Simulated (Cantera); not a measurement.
Mixture: CH₄ : H₂ : O₂ : N₂ = 1 : 0.086 : 3.14 : 11.8 (molar parts), equivalence ratio 0.65, at 750 Torr, adiabatic and at constant pressure. Ignition delay is the time to a rise of 400 K.

Detailed kinetics in Cantera: GRI-Mech 3.0 (53 species, 325 reactions).

Question: At T0 = 1323 K, what is the delay, and which 8 reactions control it most (d ln τ / d ln k, from doubling and halving each rate constant)?

Answer: The delay is 3.72 ms.
```csv
reaction,d ln τ / d ln k,faster rate
H + O2 <=> O + OH,-0.62,shortens it
2 CH3 (+M) <=> C2H6 (+M),0.59,lengthens it
CH3 + O2 <=> CH3O + O,-0.34,shortens it
CH4 + OH <=> CH3 + H2O,0.29,lengthens it
CH3 + HO2 <=> CH3O + OH,-0.25,shortens it
CH3 + O2 <=> CH2O + OH,-0.23,shortens it
CH4 + H <=> CH3 + H2,0.16,lengthens it
H2 + OH <=> H + H2O,-0.13,shortens it
```
